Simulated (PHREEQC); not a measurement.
Copper plating or etch bath (model solution)

Make-up at 47 °C: 0.031 mol/kgw CuSO4, 0.032 mol/kgw H2SO4 and 0.0011 mol/kgw FeCl3. It is in equilibrium with CO2 at log p = -3.5 (atm). Otherwise closed; pH follows from the charge balance.

Computed with PHREEQC (ion-association model, phreeqc.dat).

Each row changes one thing in this solution. Precipitation was switched off in this run.

```
case                                    pH  ionic strength (mol/kgw)  HSO4- (mol/kgw)  Cu+2 (mol/kgw)  SO4-2 (mol/kgw)  CuSO4 (mol/kgw)  SI of Goethite (FeOOH)  SI of Hematite (Fe2O3)
------------------------------------  ----  ------------------------  ---------------  --------------  ---------------  ---------------  ----------------------  ----------------------
as made                               1.60                     0.111           0.0332          0.0201           0.0179           0.0108                   +1.29                   +4.68
FeCl3 from 0.0011 to 0.0022 mol/kgw   1.60                     0.113           0.0327          0.0202              [?]           0.0105                   +1.59                   +5.28
0.0076 mol/kgw Al2(SO4)3 added        1.64                     0.132           0.0354          0.0195           0.0219           0.0113                   +1.33                   +4.77
FeCl3 from 0.0011 to 0.00011 mol/kgw  1.61                     0.109           0.0336          0.0200           0.0183           0.0110                   +0.29                   +2.69
diluted 5-fold with water             2.14                    0.0279          0.00449         0.00440          0.00611          0.00179                   +2.58                   +7.26
CuSO4 from 0.031 to 0.0465 mol/kgw    1.65                     0.139           0.0363             [?]           0.0236           0.0174                   +1.35                   +4.80
```

**Question.** Complete the blanks.

**Answer.** 
- FeCl3 from 0.0011 to 0.0022 mol/kgw, SO4-2 (mol/kgw): 0.0175
- CuSO4 from 0.031 to 0.0465 mol/kgw, Cu+2 (mol/kgw): 0.0289

Complexes and solids missing from the database can't appear. Some of these states are supersaturated (in Hematite (slow to form), Goethite (slow to form), for instance). Away from 25 °C the constants follow the database's enthalpies or fits; those with neither stay at their 25 °C values.
